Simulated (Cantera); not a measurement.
An isothermal, constant-pressure homogeneous reactor starts with 91.7 % N₂O, 8.34 % O₂, at 1275 K and 0.0330 bar.

Cantera simulation using GRI-Mech 3.0 (53 species, 325 reactions); the numbers are that mechanism's predictions, not measurements. GRI-Mech 3.0 was tuned for natural gas; its chemistry of N2O as a main component is partial and can be far from experiment. Radical loss at walls, strong at low pressure, is not modelled. The mechanism lacks the step 2 NO + O2 → 2 NO2, which can matter for NO2 below about 1400 K. The temperature is held fixed by assumption; the heat of reaction is taken as removed at once.

Q: Predict: x(N₂O) at 100 s; x(O₂) at 100 s; x(NO₂) at 100 s; x(O) at 100 s; x(NO) at 100 s.

A: 
```json
{
  "x(N₂O) at 100 s": "0.00125 (gas-phase equilibrium 4.36e-9)",
  "x(O₂) at 100 s": "0.329 (gas-phase equilibrium 0.371)",
  "x(NO₂) at 100 s": "0.000120 (gas-phase equilibrium 1.16e-6)",
  "x(O) at 100 s": "7.97e-7 (gas-phase equilibrium 3.77e-7)",
  "x(NO) at 100 s": "0.0834 (gas-phase equilibrium 0.000400)"
}
```
